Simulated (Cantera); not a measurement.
**Catalytic stagnation flow on Pt**

A jet of CH4 : O2 : N2 = 0.068 : 0.12 : 0.79 (molar parts), equivalence ratio 1.1 at 300 K and 2300 Pa hits a platinum plate 8.5 cm away at a mass flux of 0.077 kg/m²/s; the plate temperature is set and raised in steps from an oxygen-covered start.

Cantera simulation using Deutschmann's 1995 Pt surface mechanism with GRI-Mech 3.0 gas chemistry; the numbers are that mechanism's predictions, not measurements. Catalytic surfaces can have several steady states; this one follows from the mechanism file's or the stated starting coverage.

```tsv
plate T (K)	wall x CH4	wall x O2	wall x H2O	wall x OH	wall x CO	wall x CO2	θ free Pt	θ O*	θ CO*
900	0.0502	0.0812	0.0364	5.74e-8	2.47e-5	0.0239	0.303	0.696	1.78e-5
950	0.0405	0.0604	0.0545	1.85e-7	2.94e-5	0.0359	0.402	0.597	1.50e-5
1000	0.0313	0.0410	0.0713	5.00e-7	3.43e-5	0.0472	0.513	0.486	1.25e-5
1050	0.0233	0.0240	0.0860	1.12e-6	4.18e-5	0.0571	0.642	0.357	1.13e-5
1100	0.0110	0.00698	0.107	8.43e-8	0.0170	0.0521	0.994	0.000384	0.00559
1150	0.0112	0.00725	0.106	2.00e-7	0.0164	0.0525	0.996	0.000451	0.00292
1200	0.0114	0.00753	0.106	4.49e-7	0.0156	0.0532	0.998	0.000538	0.00158
1250	0.0116	0.00782	0.104	9.59e-7	0.0146	0.0541	0.998	0.000651	0.000875
```
x: mole fraction at the wall; θ: surface coverage.
